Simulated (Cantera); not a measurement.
A perfectly stirred reactor is fed with NO : N2 = 1 : 4.5 (molar parts), at 233 Torr; it is held at 2075 K, and followed from long to short residence time.

Cantera simulation using GRI-Mech 3.0 (53 species, 325 reactions); the numbers are that mechanism's predictions, not measurements.

Question: What does this change do: pressure from 233 Torr to 113 Torr?

Answer: 
```tsv
quantity	before	after
x(NO) at τ = 24.0 s	0.0168	0.0207
x(N2O) at τ = 24.0 s	3.11e-7	2.96e-7
x(O) at τ = 24.0 s	0.000605	0.000859
x(O2) at τ = 24.0 s	0.0822	0.0801
x(N2) at τ = 24.0 s	0.900	0.898
x(NO) at τ = 0.110 s	0.173	0.177
x(N2O) at τ = 0.110 s	1.41e-5	1.43e-5
x(O) at τ = 0.110 s	0.000188	0.000233
x(O2) at τ = 0.110 s	0.00421	0.00231
x(N2) at τ = 0.110 s	0.822	0.821
```

Question: What does this change do: temperature 2075 to 2198 K?

Answer: 
| quantity | before | after |
|---|---|---|
| x(NO) at τ = 24.0 s | 0.0168 | 0.0115 |
| x(N2O) at τ = 24.0 s | 3.11e-7 | 3.09e-7 |
| x(O) at τ = 24.0 s | 0.000605 | 0.00140 |
| x(O2) at τ = 24.0 s | 0.0822 | 0.0844 |
| x(N2) at τ = 24.0 s | 0.900 | 0.903 |
| x(NO) at τ = 0.110 s | 0.173 | 0.151 |
| x(N2O) at τ = 0.110 s | 1.41e-5 | 1.10e-5 |
| x(O) at τ = 0.110 s | 0.000188 | 0.000659 |
| x(O2) at τ = 0.110 s | 0.00421 | 0.0149 |
| x(N2) at τ = 0.110 s | 0.822 | 0.833 |
